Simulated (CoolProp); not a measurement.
Saturated liquid density (kg/m³) of octamethyltrisiloxane (MDM): the reference equation beside estimates from Tc = 565.4 K, pc = 1.438 MPa, ω = 0.528. Rackett uses Z = 0.29056 − 0.08775 ω.

The numbers come from the reference Helmholtz-energy equation of state, Thol 2017 in CoolProp.

```tsv
T (K)	reference	Rackett	Redlich-Kwong	Soave-Redlich-Kwong
445.3	649.6	732.5	536.7	589.2
450.1	643.0	724.8	529.9	582.4
454.8	636.5	717.2	523.2	575.5
459.5	629.8	709.4	516.3	568.4
464.3	622.9	701.3	509.0	560.9
469	615.9	693.2	501.8	553.3
473.7	608.7	684.9	494.4	545.4
478.5	601.2	676.2	486.6	537.1
483.2	593.7	667.4	478.7	528.7
487.9	585.9	658.4	470.6	519.9
492.7	577.7	649.0	462.1	510.6
```

Absolute difference from the reference over all 11 rows, mean and median: Rackett 12.6 and 12.6 %, Redlich-Kwong 18.6 and 18.5 %, Soave-Redlich-Kwong 10.3 and 10.2 %.
